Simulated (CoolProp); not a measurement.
Saturated liquid density (kg/m³) of C2F6 (R116): the reference equation beside estimates from Tc = 293.0 K, pc = 3.048 MPa, ω = 0.257. Rackett uses Z = 0.29056 − 0.08775 ω.

The numbers come from the reference Helmholtz-energy equation of state, Lemmon 2006 in CoolProp. It is a short technical equation, of lower accuracy than the large ones.

```json
[
 {"T (K)": "206.8", "reference": "1552", "Rackett": "1630", "van der Waals": "980.4"},
 {"T (K)": "211", "reference": "1532", "Rackett": "1608", "van der Waals": "967.8"},
 {"T (K)": "215.2", "reference": "1512", "Rackett": "1586", "van der Waals": "954.8"},
 {"T (K)": "219.5", "reference": "1490", "Rackett": "1564", "van der Waals": "941.1"},
 {"T (K)": "223.7", "reference": "1469", "Rackett": "1541", "van der Waals": "927.3"},
 {"T (K)": "227.9", "reference": "1447", "Rackett": "1517", "van der Waals": "913.0"},
 {"T (K)": "232.1", "reference": "1424", "Rackett": "1493", "van der Waals": "898.2"},
 {"T (K)": "236.3", "reference": "1401", "Rackett": "1468", "van der Waals": "882.8"},
 {"T (K)": "240.5", "reference": "1376", "Rackett": "1442", "van der Waals": "866.8"},
 {"T (K)": "244.8", "reference": "1350", "Rackett": "1414", "van der Waals": "849.7"},
 {"T (K)": "249", "reference": "1323", "Rackett": "1386", "van der Waals": "832.3"},
 {"T (K)": "253.2", "reference": "1296", "Rackett": "1356", "van der Waals": "813.9"},
 {"T (K)": "257.4", "reference": "1266", "Rackett": "1325", "van der Waals": "794.5"},
 {"T (K)": "261.6", "reference": "1235", "Rackett": "1291", "van der Waals": "773.9"},
 {"T (K)": "265.9", "reference": "1200", "Rackett": "1255", "van der Waals": "751.3"}
]
```

Absolute difference from the reference over all 15 rows, mean and median: Rackett 4.8 and 4.8 %, van der Waals 37.0 and 37.0 %.
